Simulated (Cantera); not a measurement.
Thermodynamics of abatement and gas-phase synthesis, feed HBr + H2 + N2

Feed: 1 mol HBr, 0.045 mol H2, 33 mol N2, equilibrated at 1 atm.

Equilibrium computed with Cantera from the NASA thermochemical tables; the gas is ideal and each condensed phase is pure. Candidate condensed phases: Br2; 23 gas species. Ions and electrons are included (thermal ionisation). Equilibrium is a limit: real reactors are often held back by kinetics, nucleation or transport.

```
T (K)  log p N2  log p N  log p H  log p Br  log p H2  log p HBr
-----  --------  -------  -------  --------  --------  ---------
3000      -0.02    -4.86    -1.86     -1.57     -2.11      -2.60
3500      -0.02    -3.66    -1.57     -1.55     -2.68      -3.25
4000      -0.02    -2.76    -1.51     -1.54     -3.43      -3.93
4500      -0.02    -2.06    -1.51     -1.54     -4.09      -4.49
5000      -0.04    -1.50    -1.51     -1.55     -4.64      -4.96
```
log p: log10 of the partial pressure in bar; nothing condenses.

From 3000 K to 5000 K nothing is condensed.
